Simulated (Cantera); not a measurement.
Equilibrium for carbon deposition, reforming and gasification: acetone + NH₃

Input: 1 mol acetone, 0.15 mol NH₃, equilibrated at 13.3 mbar.

Cantera equilibrium calculation (NASA polynomials, part measured and part estimated; ideal gas, pure solids and liquids). Candidate condensed phases: C, C₆H₆, C₇H₈, C₈H₁₈, H₂O; 136 gas species. The feed counts by its element totals alone. Equilibrium is a limit: real reactors are often held back by kinetics, nucleation or transport.

```tsv
T (K)	log p H₂	log p H	log p CO	log p N₂	log p C₂H₂ (acetylene)	log p HCN	n C(graphite)
1075	-2.00	-8.83	-2.51	-3.63	-10.12	-7.62	2.00
1225	-2.00	-7.51	-2.51	-3.63	-8.79	-6.83	2.00
1375	-2.00	-6.47	-2.51	-3.63	-7.75	-6.21	2.00
1525	-2.00	-5.63	-2.51	-3.64	-6.92	-5.72	2.00
1675	-2.00	-4.94	-2.51	-3.64	-6.24	-5.32	2.00
1825	-2.00	-4.36	-2.51	-3.64	-5.67	-4.98	2.00
1975	-2.01	-3.87	-2.51	-3.66	-5.19	-4.71	1.99
2125	-2.02	-3.45	-2.51	-3.67	-4.79	-4.48	1.98
2275	-2.04	-3.09	-2.52	-3.70	-4.45	-4.29	1.96
2425	-2.07	-2.78	-2.54	-3.75	-4.18	-4.14	1.93
2575	-2.14	-2.53	-2.56	-3.81	-3.97	-4.05	1.88
2725	-2.25	-2.33	-2.59	-3.89	-3.84	-3.99	1.81
2875	-2.41	-2.18	-2.64	-3.98	-3.78	-3.99	1.64
```
log p: log10 of the partial pressure in bar; n: condensed amount in mol.

From 1075 K to 2875 K the condensed part is C(graphite). The main C-bearing gas is CO throughout.
